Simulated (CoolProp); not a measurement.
Vapour-liquid equilibrium of propylene (1) + 1-butene (2) at 0.236 bar; x and y are mole fractions of (1).

Model: multi-fluid Helmholtz-energy mixture model, Lemmon 2013 and Lemmon 2005; pair parameters Bell 2016, in CoolProp.

Problem. Give the bubble temperature and the first vapour's composition at x = 0.125, 0.425, 0.95. Is there an azeotrope?

Solution. x = 0.125: 224.3 K, y = 0.502; x = 0.425: 210.4 K, y = 0.862; x = 0.95: 198.7 K, y = 0.995. No azeotrope shows between x = 0.05 and 0.95.

Pair parameters are fitted to limited data, so mixtures are less certain than the pure fluids.
